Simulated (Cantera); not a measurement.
A perfectly stirred reactor is fed with CH₄ : H₂ : CO₂ = 0.015 : 1 : 0.013 (molar parts), at 18000 Pa; it is held at 2725 K, and followed from long to short residence time.

Cantera simulation using GRI-Mech 3.0 (53 species, 325 reactions); the numbers are that mechanism's predictions, not measurements.

Task: What does this change do: pressure from 18000 Pa to 9200 Pa?

Result: 
```json
[
 {"quantity": "x(CH₄) at τ = 13.0 s", "before": "3.10e-6", "after": "1.56e-6"},
 {"quantity": "x(H₂) at τ = 13.0 s", "before": "0.840", "after": "0.792"},
 {"quantity": "x(CO₂) at τ = 13.0 s", "before": "1.67e-8", "after": "1.85e-8"},
 {"quantity": "x(HO₂) at τ = 13.0 s", "before": "<1e-12", "after": "<1e-12"},
 {"quantity": "x(H) at τ = 13.0 s", "before": "0.136", "after": "0.184"},
 {"quantity": "x(CH₄) at τ = 0.160 s", "before": "1.45e-5", "after": "9.95e-6"},
 {"quantity": "x(H₂) at τ = 0.160 s", "before": "0.844", "after": "0.806"},
 {"quantity": "x(CO₂) at τ = 0.160 s", "before": "1.16e-6", "after": "1.44e-6"},
 {"quantity": "x(HO₂) at τ = 0.160 s", "before": "<1e-12", "after": "<1e-12"},
 {"quantity": "x(H) at τ = 0.160 s", "before": "0.132", "after": "0.171"}
]
```

Task: What does this change do: pressure from 18000 Pa to 5000 Pa?

Result: 
| quantity | before | after |
|---|---|---|
| x(CH₄) at τ = 13.0 s | 3.10e-6 | 8.20e-7 |
| x(H₂) at τ = 13.0 s | 0.840 | 0.737 |
| x(CO₂) at τ = 13.0 s | 1.67e-8 | 2.12e-8 |
| x(HO₂) at τ = 13.0 s | <1e-12 | <1e-12 |
| x(H) at τ = 13.0 s | 0.136 | 0.241 |
| x(CH₄) at τ = 0.160 s | 1.45e-5 | 8.27e-6 |
| x(H₂) at τ = 0.160 s | 0.844 | 0.776 |
| x(CO₂) at τ = 0.160 s | 1.16e-6 | 1.99e-6 |
| x(HO₂) at τ = 0.160 s | <1e-12 | <1e-12 |
| x(H) at τ = 0.160 s | 0.132 | 0.200 |

Task: What does this change do: temperature 2725 to 1673 K?

Result: 
```json
[
 {"quantity": "x(CH₄) at τ = 13.0 s", "before": "3.10e-6", "after": "0.00419"},
 {"quantity": "x(H₂) at τ = 13.0 s", "before": "0.840", "after": "0.966"},
 {"quantity": "x(CO₂) at τ = 13.0 s", "before": "1.67e-8", "after": "8.89e-5"},
 {"quantity": "x(HO₂) at τ = 13.0 s", "before": "<1e-12", "after": "<1e-12"},
 {"quantity": "x(H) at τ = 13.0 s", "before": "0.136", "after": "0.000263"},
 {"quantity": "x(CH₄) at τ = 0.160 s", "before": "1.45e-5", "after": "0.0130"},
 {"quantity": "x(H₂) at τ = 0.160 s", "before": "0.844", "after": "0.964"},
 {"quantity": "x(CO₂) at τ = 0.160 s", "before": "1.16e-6", "after": "0.00282"},
 {"quantity": "x(HO₂) at τ = 0.160 s", "before": "<1e-12", "after": "<1e-12"},
 {"quantity": "x(H) at τ = 0.160 s", "before": "0.132", "after": "0.000252"}
]
```
